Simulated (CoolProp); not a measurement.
The fluid at 440.22 K and 10.5 MPa flows at 2.6 m/s in a round tube of 1 mm bore and 1.5 µm roughness, fully developed (64/Re and Nu = 3.66 if laminar; Colebrook and Gnielinski if turbulent). The same conditions are run with several fluids, on thermodynamics alone (safety and materials aside).

Model: reference Helmholtz-energy equation of state of each fluid (carbon dioxide: Span 1996; R124: de Vries 1995; isobutane: Bücker 2006; oxygen: Schmidt 1985; R134a: Tillner-Roth 1994), in CoolProp.

Question: Rank carbon dioxide, R124, isobutane, oxygen, R134a by Reynolds number, highest first.

Answer: R134a (35200), R124 (29700), isobutane (18900), carbon dioxide (15700), oxygen (7940)

```tsv
fluid	Darcy friction factor	pressure drop (Pa/m)	heat-transfer coefficient (W/(m² K))	mass flow (kg/h)
carbon dioxide	0.0302	14700	1750	1.06
R124	0.0271	76100	6800	6.10
isobutane	0.0292	36700	6640	2.74
oxygen	0.0349	10700	1070	0.665
R134a	0.0265	49700	6550	4.09
```

Above 300 K oxygen's equation is extrapolated.

Transport values come from each fluid's own correlations; those of R124, R134a are estimates that may be off by 10 % or more.
